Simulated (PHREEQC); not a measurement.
A solution holds 29 mmol/kgw HF, 29 mmol/kgw KF and 0.078 mmol/kgw H2SiF6, at 20 °C. Closed to the air; pH follows from the charge balance.

Equilibrium calculation in PHREEQC: ion-association model, phreeqc.dat.

```json
[
 {"quantity": "pH", "before": "3.09", "after": "7.93"},
 {"quantity": "ionic strength (mol/kgw)", "before": "0.0300", "after": "0.0582"},
 {"quantity": "F- (mol/kgw)", "before": "0.0272", "after": "0.0295"},
 {"quantity": "HF (mol/kgw)", "before": "0.0256", "after": "3.78e-7"},
 {"quantity": "HF2- (mol/kgw)", "before": "0.00257", "after": "4.10e-8"}
]
```

**Question.** What was changed between the two runs?
(A) KF replaced by K2CO3 at the same molality
(B) H2SiF6 from 7.8e-05 to 0.000156 mol/kgw
(C) H2SiF6 replaced by K2SiO3 at the same molality
(D) diluted 5-fold with water
(E) HF from 0.029 to 0.145 mol/kgw

**Answer.** A, KF replaced by K2CO3 at the same molality

This is a speciation only: nothing precipitates in the calculation. SiF6-2 is the database's only silicon fluoride.
